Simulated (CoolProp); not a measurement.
Saturated liquid density (kg/m³) of R21: the reference equation beside estimates from Tc = 452.7 K, pc = 5.289 MPa, ω = 0.206. Rackett uses Z = 0.29056 − 0.08775 ω.

The numbers come from the reference Helmholtz-energy equation of state, Platzer 1990 in CoolProp. This equation is an older, rougher fit; its heat capacities, sound speeds and derivatives of the liquid may be far off and weren't checked against measurements.

```json
[
 {"T (K)": "352.7", "reference": "1223", "Rackett": "1235", "van der Waals": "763.6", "Redlich-Kwong": "1086", "Soave-Redlich-Kwong": "1127", "Peng-Robinson": "1279"},
 {"T (K)": "355.1", "reference": "1215", "Rackett": "1228", "van der Waals": "759.1", "Redlich-Kwong": "1078", "Soave-Redlich-Kwong": "1119", "Peng-Robinson": "1269"},
 {"T (K)": "357.5", "reference": "1208", "Rackett": "1221", "van der Waals": "754.4", "Redlich-Kwong": "1070", "Soave-Redlich-Kwong": "1111", "Peng-Robinson": "1260"},
 {"T (K)": "359.9", "reference": "1201", "Rackett": "1213", "van der Waals": "749.8", "Redlich-Kwong": "1061", "Soave-Redlich-Kwong": "1102", "Peng-Robinson": "1251"},
 {"T (K)": "362.4", "reference": "1193", "Rackett": "1205", "van der Waals": "744.8", "Redlich-Kwong": "1052", "Soave-Redlich-Kwong": "1093", "Peng-Robinson": "1241"},
 {"T (K)": "364.8", "reference": "1185", "Rackett": "1198", "van der Waals": "740.0", "Redlich-Kwong": "1044", "Soave-Redlich-Kwong": "1085", "Peng-Robinson": "1231"},
 {"T (K)": "367.2", "reference": "1178", "Rackett": "1190", "van der Waals": "735.1", "Redlich-Kwong": "1035", "Soave-Redlich-Kwong": "1076", "Peng-Robinson": "1221"},
 {"T (K)": "369.6", "reference": "1170", "Rackett": "1182", "van der Waals": "730.2", "Redlich-Kwong": "1026", "Soave-Redlich-Kwong": "1067", "Peng-Robinson": "1211"},
 {"T (K)": "372.1", "reference": "1162", "Rackett": "1174", "van der Waals": "724.9", "Redlich-Kwong": "1016", "Soave-Redlich-Kwong": "1057", "Peng-Robinson": "1200"},
 {"T (K)": "374.5", "reference": "1154", "Rackett": "1166", "van der Waals": "719.8", "Redlich-Kwong": "1007", "Soave-Redlich-Kwong": "1048", "Peng-Robinson": "1189"},
 {"T (K)": "376.9", "reference": "1146", "Rackett": "1158", "van der Waals": "714.6", "Redlich-Kwong": "997.9", "Soave-Redlich-Kwong": "1039", "Peng-Robinson": "1179"},
 {"T (K)": "379.3", "reference": "1137", "Rackett": "1150", "van der Waals": "709.3", "Redlich-Kwong": "988.4", "Soave-Redlich-Kwong": "1029", "Peng-Robinson": "1168"},
 {"T (K)": "381.8", "reference": "1128", "Rackett": "1141", "van der Waals": "703.7", "Redlich-Kwong": "978.3", "Soave-Redlich-Kwong": "1019", "Peng-Robinson": "1156"},
 {"T (K)": "384.2", "reference": "1120", "Rackett": "1133", "van der Waals": "698.3", "Redlich-Kwong": "968.4", "Soave-Redlich-Kwong": "1009", "Peng-Robinson": "1144"},
 {"T (K)": "386.6", "reference": "1111", "Rackett": "1124", "van der Waals": "692.7", "Redlich-Kwong": "958.4", "Soave-Redlich-Kwong": "998.3", "Peng-Robinson": "1133"}
]
```

Absolute difference from the reference over all 15 rows, mean and median: Rackett 1.1 and 1.0 %, van der Waals 37.6 and 37.6 %, Redlich-Kwong 12.4 and 12.3 %, Soave-Redlich-Kwong 8.9 and 8.8 %, Peng-Robinson 3.4 and 3.5 %.
